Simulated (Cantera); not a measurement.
Charge: 1 mol SiCl4, 0.11 mol NO, held at 100 Torr.

Cantera equilibrium calculation (NASA polynomials, part measured and part estimated; ideal gas, pure solids and liquids). Candidate condensed phases: Si, SiO2, Si2N2O, Si3N4; 23 gas species. The numbers say what is thermodynamically allowed, not how fast it happens. All values below are at 500 °C.

Base state: SiCl4 0.851, Cl2 0.0991, N2 0.0495 (mole fractions); condensed: SiO2(α-quartz).

Q: What changes in the equilibrium state with this change: 0.00065 mol H2O added?

A: 
```json
[
 {"species": "SiCl4", "before": "0.851", "after": "0.850"},
 {"species": "Cl2", "before": "0.0991", "after": "0.0990"},
 {"species": "N2", "before": "0.0495", "after": "0.0495"},
 {"species": "HCl", "before": "0", "after": "0.00117"},
 {"species": "SiO2(α-quartz), mol", "before": "0.0550", "after": "0.0553"}
]
```
Further candidate phases: H2O, NH4Cl.
